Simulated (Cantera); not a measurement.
## Formation from one mole of Cl2

Standard-state values (1 bar) from the NASA 1993 polynomials, evaluated with Cantera. Values are per mole of reaction as written; species without (g) are pure solids or liquids, kept so even where they would boil at 1 bar.

Si + Cl2(g) ⇌ SiCl2(g)

```json
[
 {"T (K)": "300", "ΔH° (kJ)": "-168.6", "ΔS° (J/K)": "39.4", "ΔG° (kJ)": "-180.5", "log10 K": "31.42"},
 {"T (K)": "375", "ΔH° (kJ)": "-168.8", "ΔS° (J/K)": "38.8", "ΔG° (kJ)": "-183.4", "log10 K": "25.54"},
 {"T (K)": "475", "ΔH° (kJ)": "-169.2", "ΔS° (J/K)": "37.8", "ΔG° (kJ)": "-187.2", "log10 K": "20.59"},
 {"T (K)": "575", "ΔH° (kJ)": "-169.7", "ΔS° (J/K)": "37.0", "ΔG° (kJ)": "-191.0", "log10 K": "17.35"},
 {"T (K)": "675", "ΔH° (kJ)": "-170.2", "ΔS° (J/K)": "36.2", "ΔG° (kJ)": "-194.6", "log10 K": "15.06"},
 {"T (K)": "775", "ΔH° (kJ)": "-170.7", "ΔS° (J/K)": "35.4", "ΔG° (kJ)": "-198.2", "log10 K": "13.36"},
 {"T (K)": "875", "ΔH° (kJ)": "-171.3", "ΔS° (J/K)": "34.7", "ΔG° (kJ)": "-201.7", "log10 K": "12.04"},
 {"T (K)": "975", "ΔH° (kJ)": "-172.0", "ΔS° (J/K)": "34.0", "ΔG° (kJ)": "-205.1", "log10 K": "10.99"},
 {"T (K)": "1075", "ΔH° (kJ)": "-172.6", "ΔS° (J/K)": "33.4", "ΔG° (kJ)": "-208.5", "log10 K": "10.13"},
 {"T (K)": "1175", "ΔH° (kJ)": "-173.3", "ΔS° (J/K)": "32.8", "ΔG° (kJ)": "-211.8", "log10 K": "9.42"},
 {"T (K)": "1275", "ΔH° (kJ)": "-174.0", "ΔS° (J/K)": "32.2", "ΔG° (kJ)": "-215.1", "log10 K": "8.81"}
]
```

Ca + Cl2(g) ⇌ CaCl2

```csv
T (K),ΔH° (kJ),ΔS° (J/K),ΔG° (kJ),log10 K,condensed phases
300,-795.8,-160.9,-747.5,130.15,"Ca(s), CaCl2(s)"
375,-794.8,-157.9,-735.6,102.46,"Ca(s), CaCl2(s)"
475,-793.5,-154.9,-719.9,79.17,"Ca(s), CaCl2(s)"
575,-792.3,-152.6,-704.6,64.00,"Ca(s), CaCl2(s)"
675,-791.2,-150.8,-689.4,53.35,"Ca(s), CaCl2(s)"
775,-790.9,-150.5,-674.3,45.45,"Ca(s), CaCl2(s)"
875,-789.5,-148.8,-659.4,39.36,"Ca(s), CaCl2(s)"
975,-788.0,-147.2,-644.6,34.53,"Ca(s), CaCl2(s)"
1075,-757.4,-117.9,-630.7,30.65,"Ca(s), CaCl2(l)"
1175,-763.1,-123.0,-618.6,27.50,"Ca(l), CaCl2(l)"
1275,-760.4,-120.8,-606.4,24.84,"Ca(l), CaCl2(l)"
```

Mg + Cl2(g) ⇌ MgCl2(g)

```json
[
 {"T (K)": "300", "ΔH° (kJ)": "-392.5", "ΔS° (J/K)": "21.4", "ΔG° (kJ)": "-398.9", "log10 K": "69.45", "condensed phases": "Mg(s)"},
 {"T (K)": "375", "ΔH° (kJ)": "-392.6", "ΔS° (J/K)": "21.0", "ΔG° (kJ)": "-400.5", "log10 K": "55.78", "condensed phases": "Mg(s)"},
 {"T (K)": "475", "ΔH° (kJ)": "-392.9", "ΔS° (J/K)": "20.3", "ΔG° (kJ)": "-402.5", "log10 K": "44.27", "condensed phases": "Mg(s)"},
 {"T (K)": "575", "ΔH° (kJ)": "-393.2", "ΔS° (J/K)": "19.7", "ΔG° (kJ)": "-404.5", "log10 K": "36.75", "condensed phases": "Mg(s)"},
 {"T (K)": "675", "ΔH° (kJ)": "-393.6", "ΔS° (J/K)": "19.0", "ΔG° (kJ)": "-406.5", "log10 K": "31.45", "condensed phases": "Mg(s)"},
 {"T (K)": "775", "ΔH° (kJ)": "-394.2", "ΔS° (J/K)": "18.3", "ΔG° (kJ)": "-408.3", "log10 K": "27.52", "condensed phases": "Mg(s)"},
 {"T (K)": "875", "ΔH° (kJ)": "-394.8", "ΔS° (J/K)": "17.5", "ΔG° (kJ)": "-410.1", "log10 K": "24.48", "condensed phases": "Mg(s)"},
 {"T (K)": "975", "ΔH° (kJ)": "-404.1", "ΔS° (J/K)": "7.4", "ΔG° (kJ)": "-411.4", "log10 K": "22.04", "condensed phases": "Mg(l)"},
 {"T (K)": "1075", "ΔH° (kJ)": "-405.1", "ΔS° (J/K)": "6.5", "ΔG° (kJ)": "-412.1", "log10 K": "20.02", "condensed phases": "Mg(l)"},
 {"T (K)": "1175", "ΔH° (kJ)": "-406.1", "ΔS° (J/K)": "5.6", "ΔG° (kJ)": "-412.7", "log10 K": "18.34", "condensed phases": "Mg(l)"},
 {"T (K)": "1275", "ΔH° (kJ)": "-407.1", "ΔS° (J/K)": "4.8", "ΔG° (kJ)": "-413.2", "log10 K": "16.93", "condensed phases": "Mg(l)"}
]
```

Sr + Cl2(g) ⇌ SrCl2

| T (K) | ΔH° (kJ) | ΔS° (J/K) | ΔG° (kJ) | log10 K | condensed phases |
|---|---|---|---|---|---|
| 300 | -828.8 | -163.2 | -779.9 | 135.79 | Sr(s), SrCl2(s) |
| 375 | -827.7 | -159.8 | -767.8 | 106.94 | Sr(s), SrCl2(s) |
| 475 | -826.1 | -156.0 | -752.0 | 82.69 | Sr(s), SrCl2(s) |
| 575 | -824.4 | -152.8 | -736.6 | 66.91 | Sr(s), SrCl2(s) |
| 675 | -822.6 | -149.9 | -721.4 | 55.83 | Sr(s), SrCl2(s) |
| 775 | -820.6 | -147.1 | -706.6 | 47.62 | Sr(s), SrCl2(s) |
| 875 | -818.9 | -145.1 | -692.0 | 41.31 | Sr(s), SrCl2(s) |
| 975 | -815.8 | -141.7 | -677.6 | 36.30 | Sr(s), SrCl2(s) |
| 1075 | -813.0 | -138.7 | -663.9 | 32.26 | Sr(l), SrCl2(s) |
| 1175 | -792.4 | -120.7 | -650.6 | 28.92 | Sr(l), SrCl2(l) |
| 1275 | -789.4 | -118.2 | -638.6 | 26.16 | Sr(l), SrCl2(l) |
